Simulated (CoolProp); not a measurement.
Vapour-liquid equilibrium of CH2F2 (R32) (1) + R227EA (2) at 1.31 MPa; x and y are mole fractions of (1).

Values from CoolProp's multi-fluid Helmholtz-energy mixture model, Tillner-Roth 1997 and Lemmon 2016; pair parameters Bell 2016.

### Question
Give the bubble temperature and the first vapour's composition at x = 0.35, 0.65, 0.85. Is there an azeotrope?

### Answer
x = 0.35: 312.3 K, y = 0.590; x = 0.65: 298.8 K, y = 0.826; x = 0.85: 292.7 K, y = 0.929. No azeotrope shows between x = 0.05 and 0.95.

The pair parameters rest on a limited set of measurements; away from them the model extrapolates. The gap from Raoult's law changes sign with composition, which may be real or a fault of the pair parameters; it wasn't checked against measurements.
